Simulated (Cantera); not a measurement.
Source: NASA polynomial tables (part measured, part estimated), evaluated in Cantera. Values are per mole of reaction as written; species without (g) are pure solids or liquids, kept so even where they would boil at 1 bar.

NH3(g) + 2 Cr + 3 OH(g) = Cr2N + 3 H2O(g)

```tsv
T (K)	ΔH° (kJ)	ΔS° (J/K)	ΔG° (kJ)	log10 K
300	-923.1	-159.8	-875.2	152.38
450	-923.5	-161.1	-851.1	98.79
550	[?]	[?]	[?]	[?]
650	[?]	[?]	[?]	[?]
750	[?]	[?]	[?]	[?]
850	[?]	[?]	[?]	[?]
```

Q: Fill in the missing entries.

A: 
- 550, ΔH° (kJ): -923.7
- 550, ΔS° (J/K): -161.3
- 550, ΔG° (kJ): -835.0
- 550, log10 K: 79.30
- 650, ΔH° (kJ): -923.7
- 650, ΔS° (J/K): -161.4
- 650, ΔG° (kJ): -818.8
- 650, log10 K: 65.80
- 750, ΔH° (kJ): -923.7
- 750, ΔS° (J/K): -161.4
- 750, ΔG° (kJ): -802.7
- 750, log10 K: 55.90
- 850, ΔH° (kJ): -923.6
- 850, ΔS° (J/K): -161.2
- 850, ΔG° (kJ): -786.6
- 850, log10 K: 48.33
